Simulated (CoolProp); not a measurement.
n-decane along the isotherm 620 K: density (kg/m³) from the reference equation and from simpler models built on Tc = 617.7 K, pc = 2.101 MPa, ω = 0.488; each cubic takes its own stable root.

Values from CoolProp's reference Helmholtz-energy equation of state, Lemmon 2006. It is a short technical equation, of lower accuracy than the large ones.

```csv
p (MPa),phase,reference
0.0332,gas,0.9215
0.0561,gas,1.563
0.0946,gas,2.653
0.16,gas,4.540
0.269,gas,7.786
0.455,gas,13.66
0.768,gas,24.71
1.3,gas,48.91
2.19,supercritical,280.9
3.69,supercritical,401.7
6.23,supercritical,442.9
10.5,supercritical,477.6
```

Problem. How far does each simpler model (ideal gas, Redlich-Kwong, Soave-Redlich-Kwong, Peng-Robinson) lie from the reference over these 12 states: mean and median of the absolute difference, and the worst?

Solution. 
- ideal gas: mean 26.1 %, median 11.1 %, worst -78.5 % at 620 K and 2.19 MPa
- Redlich-Kwong: mean 6.6 %, median 0.6 %, worst -23.5 % at 620 K and 2.19 MPa
- Soave-Redlich-Kwong: mean 7.0 %, median 0.7 %, worst -27.3 % at 620 K and 2.19 MPa
- Peng-Robinson: mean 4.1 %, median 0.4 %, worst -21.2 % at 620 K and 2.19 MPa
